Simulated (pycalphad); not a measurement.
Computed with pycalphad from the COST 507 light-alloy database (1999), at 1 atm. These are 1990s assessments: newer ones move some temperatures and phases. Amounts are mole fractions of atoms. Kinetics are ignored, which matters at the lower temperatures.

**Question.** Give the equilibrium state of Hf-23.93C (at.%) at 3300 K.

**Answer.** LIQUID, fraction 0.522, with 12.2 C at.%; FCC_A1, fraction 0.478, with 36.8 C at.%.

**Question.** Give the equilibrium state of Hf-23.93C (at.%) at 650 K.

**Answer.** FCC_A1, fraction 0.617, with 37.7 C at.%; HCP_A3, fraction 0.383, with 1.8 C at.%.

FCC_A1 is fcc; HCP_A3 is hcp. The fcc model also describes the rock-salt carbide or nitride (TiC, TiN, HfC).
